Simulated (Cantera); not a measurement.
A Cantera script and its output.

```python
import numpy as np
import cantera as ct

gas = ct.Solution("gri30.yaml")
gas.TPX = 973, 32000, {'H2': 0.73, 'O2': 1, 'N2': 1.6}
inlet = ct.Reservoir(gas, clone=True)

reactor = ct.IdealGasConstPressureReactor(gas, energy="off", clone=False)
exhaust = ct.Reservoir(gas, clone=True)
tau = [18, 4.3, 1, 0.25, 0.061, 0.015, 0.0036, 0.00087, 0.00021][0]
for a, b in ((inlet, reactor), (reactor, exhaust)):
    ct.MassFlowController(a, b, mdot=lambda t: reactor.mass / tau)
net = ct.ReactorNet([reactor])
show = ['H2', 'O2', 'OH', 'HO2', 'H2O']

rows = []
print(f"{'tau/s':>10s}{'T/K':>9s}" + "".join(f"{s:>11s}" for s in show))
for tau in [18, 4.3, 1, 0.25, 0.061, 0.015, 0.0036, 0.00087, 0.00021]:
    net.initial_time = 0.0
    net.advance(30 * tau)
    before = gas.X
    net.advance(40 * tau)
    drift = np.max(np.abs(gas.X - before) / (gas.X + 1e-9))
    rows.append([gas.T, *gas[show].X, drift])
    print(f"{tau:10.3e}{gas.T:9.1f}" + "".join(f"{x:11.3e}" for x in gas[show].X))
```

Result:

```
     tau/s      T/K         H2         O2         OH        HO2        H2O
 1.800e+01    973.0  2.069e-03  2.149e-01  1.328e-06  2.160e-05  2.438e-01
 4.300e+00    973.0  5.530e-03  2.163e-01  2.002e-06  4.105e-05  2.399e-01
 1.000e+00    973.0  1.292e-02  2.191e-01  3.531e-06  6.951e-05  2.315e-01
 2.500e-01    973.0  1.930e-02  2.216e-01  9.220e-06  9.394e-05  2.243e-01
 6.100e-02    973.0  2.222e-02  2.228e-01  3.262e-05  1.072e-04  2.211e-01
 1.500e-02    973.0  2.832e-02  2.251e-01  1.015e-04  1.175e-04  2.142e-01
 3.600e-03    973.0  4.150e-02  2.301e-01  2.699e-04  1.270e-04  1.990e-01
 8.700e-04    973.0  6.513e-02  2.391e-01  6.155e-04  1.305e-04  1.713e-01
 2.100e-04    973.0  1.038e-01  2.540e-01  1.167e-03  1.219e-04  1.247e-01
```

Computed with Cantera and GRI-Mech 3.0 (53 species, 325 reactions). The temperature is held fixed by assumption; the heat of reaction is taken as removed at once.
